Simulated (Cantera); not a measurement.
## Ignition delay

Mixture: CH₄ : O₂ : N₂ = 1 : 3.57 : 13.4 (molar parts), at 5.00 bar, adiabatic and at constant volume. Ignition delay is the time to a rise of 400 K.

Model: GRI-Mech 3.0 (53 species, 325 reactions), integrated in Cantera.

```tsv
T0 (K)	delay (ms)
1223	5.40
1298	2.16
1373	0.925
1448	0.423
1523	0.206
1598	0.107
```

```yaml
apparent activation energy between 1448 and 1598 K: 180 kJ/mol
```
